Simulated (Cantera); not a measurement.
A perfectly stirred reactor is fed with C2H4 : O2 : N2 : CO2 = 1 : 7.32 : 27.5 : 2.2 (molar parts), equivalence ratio 0.41, at 1.00 bar; it is adiabatic with a 675 K inlet, and is followed from long to short residence time, starting on the burning branch (τ in s: 0.033, 0.017, 0.0086, 0.0044, 0.0023, 0.0012, 0.0006, 0.00031, 0.00016, 8e-05, 4.1e-05, 2.1e-05, 1.1e-05).

Computed with Cantera and GRI-Mech 3.0 (53 species, 325 reactions). GRI-Mech 3.0 was tuned for natural gas; its chemistry of ethylene as a main component is partial and can be far from experiment.

x: mole fraction; the columns are a selection and need not sum to one.

```
τ (s)    T (K)    x C2H4   x O2   x CO2   x H2O   x CH2O    x C2H6   x C2H2
-------  -----  --------  -----  ------  ------  -------  --------  -------
0.033     1614   1.26e-5  0.114   0.109  0.0520  1.19e-6  4.46e-11  1.43e-6
0.017     1607   1.80e-5  0.114   0.109  0.0518  1.90e-6  8.79e-11  1.65e-6
0.0086    1597   2.61e-5  0.114   0.108  0.0515  3.09e-6  1.77e-10  1.93e-6
0.0044    1583   3.81e-5  0.115   0.106  0.0512  5.00e-6  3.66e-10  2.27e-6
0.0023    1563   5.63e-5  0.115   0.104  0.0508  8.04e-6  7.99e-10  2.73e-6
0.0012    1536   8.74e-5  0.116   0.101  0.0502  1.32e-5   1.99e-9  3.49e-6
0.00060   1496       [?]  0.118  0.0970  0.0495      [?]       [?]      [?]
0.00031   1442  0.000310  0.122  0.0907  0.0484  4.56e-5   3.29e-8  9.23e-6
0.00016    675    0.0263  0.193  0.0579  <1e-12   <1e-12    <1e-12   <1e-12
8.0e-5     675    0.0263  0.193  0.0579  <1e-12   <1e-12    <1e-12   <1e-12
4.1e-5     675    0.0263  0.193  0.0579  <1e-12   <1e-12    <1e-12   <1e-12
2.1e-5     675    0.0263  0.193  0.0579  <1e-12   <1e-12    <1e-12   <1e-12
1.1e-5     675    0.0263  0.193  0.0579  <1e-12   <1e-12    <1e-12   <1e-12
```

Q: What belongs in the gaps?

A: 
- 0.00060, x C2H4: 0.000153
- 0.00060, x CH2O: 2.36e-5
- 0.00060, x C2H6: 6.74e-9
- 0.00060, x C2H2: 5.09e-6
